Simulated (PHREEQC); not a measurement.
1 kg of water holding 0.067 mol Na2SO4 meets 20 L of dry gas (N2 0.35, O2 0.65 by moles) at fixed total pressure, at 80 °C; fugacities by Peng-Robinson. The gases take part in no redox reaction, some water evaporates into the gas, and hydrates or a liquid gas phase aren't modelled. Nothing may precipitate in this run.

The numbers come from PHREEQC with the ion-association model, phreeqc.dat.

Question: Predict dissolved N2 (mol/kgw) at P (atm) = 30, 75, 200.

Answer: 
```json
[
 {"P (atm)": "30", "dissolved N2 (mol/kgw)": "0.00439"},
 {"P (atm)": "75", "dissolved N2 (mol/kgw)": "0.0106"},
 {"P (atm)": "200", "dissolved N2 (mol/kgw)": "0.0257"}
]
```

At this temperature some constants are extrapolated from 25 °C, and those without enthalpy data are left unchanged.
